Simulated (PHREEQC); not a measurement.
0.64 g of hydrous ferric oxide (600 m²/g; 0.2 weak and 0.005 strong sites per Fe, Dzombak-Morel constants, diffuse double layer) in 1 kg of water with 0.05 mol/kgw of an inert sodium salt and 0.0016 mol NiCl2 and 2.3e-05 mol PbCl2, at 25 °C; the pH is set by adding NaOH or the inert anion's acid. Oxygen alone is held at its pressure in air (log pO2 = -0.68). No CO2 enters from the air. No solid was allowed to form.

The numbers come from PHREEQC with the ion-association model, wateq4f.dat.

```json
[
 {"pH": "4", "Ni sorbed (%)": "0.0", "Pb sorbed (%)": "62.4", "surface charge σ (C/m²)": "0.299", "surface potential ψ (mV)": "158"},
 {"pH": "5", "Ni sorbed (%)": "0.3", "Pb sorbed (%)": "97.9", "surface charge σ (C/m²)": "0.187", "surface potential ψ (mV)": "134"},
 {"pH": "5.5", "Ni sorbed (%)": "1.0", "Pb sorbed (%)": "99.2", "surface charge σ (C/m²)": "0.136", "surface potential ψ (mV)": "118"},
 {"pH": "6", "Ni sorbed (%)": "3.4", "Pb sorbed (%)": "99.5", "surface charge σ (C/m²)": "0.097", "surface potential ψ (mV)": "101"},
 {"pH": "7", "Ni sorbed (%)": "27.6", "Pb sorbed (%)": "99.8", "surface charge σ (C/m²)": "0.070", "surface potential ψ (mV)": "86"},
 {"pH": "8", "Ni sorbed (%)": "47.7", "Pb sorbed (%)": "99.8", "surface charge σ (C/m²)": "0.067", "surface potential ψ (mV)": "84"},
 {"pH": "8.5", "Ni sorbed (%)": "51.0", "Pb sorbed (%)": "99.6", "surface charge σ (C/m²)": "0.066", "surface potential ψ (mV)": "83"},
 {"pH": "9", "Ni sorbed (%)": "52.1", "Pb sorbed (%)": "99.0", "surface charge σ (C/m²)": "0.065", "surface potential ψ (mV)": "82"},
 {"pH": "10", "Ni sorbed (%)": "49.7", "Pb sorbed (%)": "94.2", "surface charge σ (C/m²)": "0.041", "surface potential ψ (mV)": "62"}
]
```

Along this series the solution becomes supersaturated in solids that the run did not let form, among them Pb(OH)2, Ni(OH)2.
